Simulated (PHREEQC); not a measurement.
Solution (75 °C): 0.0016 mol/kgw HF, 0.00089 mol/kgw KF and 5.7e-05 mol/kgw H2SO4. Closed to the air; pH follows from the charge balance.

Equilibrium calculation in PHREEQC: ion-association model, phreeqc.dat.

No solid was allowed to form.

What pH, specific conductance does the model give?

pH 3.49; specific conductance 576 µS/cm.

In which forms is F present?

HF 55 %, F- 45 %, HF2- 0.5 % of the F.

Complexes and solids missing from the database can't appear. At this temperature some constants are extrapolated from 25 °C, and those without enthalpy data are left unchanged.
